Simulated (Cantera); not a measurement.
An isothermal, constant-pressure homogeneous reactor starts with NH3 : N2 = 1 : 4.5 (molar parts), at 1223 K and 13000 Pa. Integrator tolerance rtol = 1e-08.

Cantera simulation using the gas-phase N/H chemistry of the illustrative SiF4/NH3 mechanism in the Surface Chemkin manual (1991); the numbers are that mechanism's predictions, not measurements. Walls and surfaces, which speed up NH3 decomposition in real reactors, are not modelled.

Task: What does this change do: temperature 1223 to 1648 K?

Result: 
```csv
quantity,before,after
x(NH3) at 90.0 s,0.181 (gas-phase equilibrium 2.13e-6),0.00535 (gas-phase equilibrium 5.16e-7)
x(NH2) at 90.0 s,1.89e-6 (gas-phase equilibrium 6.11e-12),5.16e-6 (gas-phase equilibrium 6.55e-10)
x(H2) at 90.0 s,0.000703 (gas-phase equilibrium 0.231),0.224 (gas-phase equilibrium 0.231)
x(N2H2) at 90.0 s,1.76e-8 (gas-phase equilibrium <1e-12),1.82e-9 (gas-phase equilibrium <1e-12)
x(H) at 90.0 s,4.57e-9 (gas-phase equilibrium 4.03e-7),8.80e-5 (gas-phase equilibrium 0.000119)
x(NH) at 90.0 s,1.79e-9 (gas-phase equilibrium <1e-12),1.34e-7 (gas-phase equilibrium 2.25e-11)
x(N2H4) at 90.0 s,8.09e-9 (gas-phase equilibrium <1e-12),5.30e-11 (gas-phase equilibrium <1e-12)
```
